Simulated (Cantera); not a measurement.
An adiabatic, constant-pressure homogeneous reactor starts with CH₄ : H₂ : O₂ : N₂ : H₂O = 1 : 0.15 : 0.865 : 3.25 : 0.17 (molar parts), equivalence ratio 2.4, at 1350 K and 0.540 bar. Integrator tolerance rtol = 1e-08.

Computed with Cantera and GRI-Mech 3.0 (53 species, 325 reactions).

```csv
quantity,before,after
time of steepest temperature rise,6.84 ms,4.20 ms
temperature at 1.00 s,2184 K,2614 K
equilibrium temperature,2184 K,2614 K
x(CH₄) at 1.00 s,5.50e-11 (gas-phase equilibrium 6.29e-11),<1e-12 (gas-phase equilibrium 1.04e-12)
x(H₂) at 1.00 s,0.228 (gas-phase equilibrium 0.228),0.136 (gas-phase equilibrium 0.136)
x(O₂) at 1.00 s,5.74e-7 (gas-phase equilibrium 5.74e-7),0.000407 (gas-phase equilibrium 0.000407)
x(HO₂) at 1.00 s,3.57e-10 (gas-phase equilibrium 3.57e-10),2.12e-7 (gas-phase equilibrium 2.12e-7)
x(H₂O₂) at 1.00 s,2.22e-10 (gas-phase equilibrium 2.22e-10),2.62e-8 (gas-phase equilibrium 2.62e-8)
x(C₂H₂) at 1.00 s,<1e-12 (gas-phase equilibrium <1e-12),<1e-12 (gas-phase equilibrium <1e-12)
```

Problem. Name the change that produced these shifts.
A) constant volume in place of constant pressure
B) initial temperature 1350 to 1300 K
C) initial temperature 1350 to 1675 K
D) O2 0.865 to 1.2 parts

Solution. D, O2 0.865 to 1.2 parts
